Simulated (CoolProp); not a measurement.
Ammonia along the isotherm 175.35 °C: Z from the reference equation and from simpler models built on Tc = 132.4 °C, pc = 11.36 MPa, ω = 0.256; each cubic takes its own stable root.

Values from CoolProp's reference Helmholtz-energy equation of state, Gao 2020.

```tsv
p (MPa)	phase	reference	van der Waals	Redlich-Kwong	Soave-Redlich-Kwong	Peng-Robinson
5.17	gas	0.8750	0.8843	0.8766	0.8843	0.8697
10.3	gas	0.7302	0.7373	0.7323	0.7536	0.7274
15.5	supercritical	0.5536	0.5117	0.5519	0.6026	0.5711
20.7	supercritical	0.3957	0.4479	0.4412	0.4942	0.4623
25.8	supercritical	0.3697	0.4947	0.4512	0.4867	0.4499
31	supercritical	0.3922	0.5549	0.4875	0.5155	0.4730
36.2	supercritical	0.4256	0.6180	0.5307	0.5549	0.5069
41.3	supercritical	0.4618	0.6806	0.5753	0.5973	0.5442
46.5	supercritical	0.5000	0.7445	0.6216	0.6420	0.5838
51.7	supercritical	0.5387	0.8081	0.6680	0.6874	0.6241
56.8	supercritical	0.5767	0.8701	0.7134	0.7320	0.6639
```
